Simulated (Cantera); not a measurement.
An isothermal, constant-pressure homogeneous reactor starts with NO : N2 = 1 : 17 (molar parts), at 2050 K and 0.799 atm.

Computed with Cantera and GRI-Mech 3.0 (53 species, 325 reactions).

x: mole fraction; the columns are a selection and need not sum to one.

| t (s) | x NO | x N2O | x N2 | x O2 | x O |
|---|---|---|---|---|---|
| 0.000400 | 0.0556 | 1.02e-6 | 0.944 | 3.39e-8 | 2.02e-6 |
| 0.000900 | 0.0555 | 1.41e-6 | 0.944 | 2.09e-7 | 5.23e-6 |
| 0.00203 | 0.0555 | 1.54e-6 | 0.944 | ___ | ___ |
| 0.00456 | 0.0555 | 1.55e-6 | 0.944 | 8.68e-6 | 2.55e-5 |
| 0.0103 | 0.0554 | 1.55e-6 | 0.944 | 4.18e-5 | 3.58e-5 |
| 0.0231 | 0.0552 | 1.54e-6 | 0.945 | 0.000134 | 3.86e-5 |
| 0.0520 | 0.0548 | 1.52e-6 | 0.945 | 0.000347 | 4.17e-5 |
| 0.117 | 0.0538 | 1.47e-6 | 0.945 | 0.000844 | 4.80e-5 |
| 0.263 | 0.0514 | 1.36e-6 | 0.946 | ___ | ___ |
| 0.592 | 0.0458 | 1.11e-6 | 0.949 | 0.00480 | 8.26e-5 |
| 1.33 | 0.0339 | 6.75e-7 | 0.955 | 0.0108 | 0.000117 |
| 3.00 | 0.0162 | 2.88e-7 | 0.964 | 0.0196 | 0.000154 |

Question: What belongs in the gaps?

Answer: 
- 0.00203, x O2: 1.37e-6
- 0.00203, x O: 1.26e-5
- 0.263, x O2: 0.00202
- 0.263, x O: 6.04e-5
